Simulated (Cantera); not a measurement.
Input: 1 mol TiCl₄, a varied amount of O₂, held at 877 °C and 9.70 mbar.

Method: chemical equilibrium by Gibbs-energy minimisation in Cantera with the NASA 1993 tables (ideal gas, pure condensed phases). Candidate condensed phases: Ti, TiCl₂, TiCl₃, TiCl₄, TiO, TiO₂, Ti₂O₃, Ti₃O₅, Ti₄O₇; 15 gas species. Condensed phases not in the tables: TiOCl. Equilibrium is a limit: real reactors are often held back by kinetics, nucleation or transport.

Question: At 13 mol O₂, list the 4 most abundant gas species with their mole fractions, and the condensed phases.

Answer: O₂ 0.853, Cl₂ 0.137, Cl 0.0103, ClO 4.08e-5. Condensed: TiO₂(rutile).
